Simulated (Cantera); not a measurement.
Charge: 1 mol Cu, 15 mol CO, 66 mol N2, 2.3 mol O2, equilibrated at 1000 Pa.

Method: chemical equilibrium by Gibbs-energy minimisation in Cantera with the NASA 1993 tables (ideal gas, pure condensed phases). Candidate condensed phases: C, Cu, CuO, Cu2O; 27 gas species. Kinetics and transport are ignored.

### Question
Which condensed phases are stable at each of these points (T (°C)): 650, 750, 850, 950, 1050, 1150, 1250, 1350, 1450, 1550, 1650, 1750?

### Answer
```json
[
 {"T (°C)": "650", "condensed phases": "Cu(s)", "Cu condensed (%)": "100.0"},
 {"T (°C)": "750", "condensed phases": "Cu(s)", "Cu condensed (%)": "100.0"},
 {"T (°C)": "850", "condensed phases": "Cu(s)", "Cu condensed (%)": "100.0"},
 {"T (°C)": "950", "condensed phases": "Cu(s)", "Cu condensed (%)": "100.0"},
 {"T (°C)": "1050", "condensed phases": "Cu(s)", "Cu condensed (%)": "99.8"},
 {"T (°C)": "1150", "condensed phases": "Cu(l)", "Cu condensed (%)": "98.3"},
 {"T (°C)": "1250", "condensed phases": "Cu(l)", "Cu condensed (%)": "90.2"},
 {"T (°C)": "1350", "condensed phases": "Cu(l)", "Cu condensed (%)": "54.7"},
 {"T (°C)": "1450", "condensed phases": "gas only", "Cu condensed (%)": "0.0"},
 {"T (°C)": "1550", "condensed phases": "gas only", "Cu condensed (%)": "0.0"},
 {"T (°C)": "1650", "condensed phases": "gas only", "Cu condensed (%)": "0.0"},
 {"T (°C)": "1750", "condensed phases": "gas only", "Cu condensed (%)": "0.0"}
]
```

From 650 °C to 1050 °C the condensed part is Cu(s). From 1150 °C to 1350 °C the condensed part is Cu(l). From 1450 °C to 1750 °C nothing is condensed.
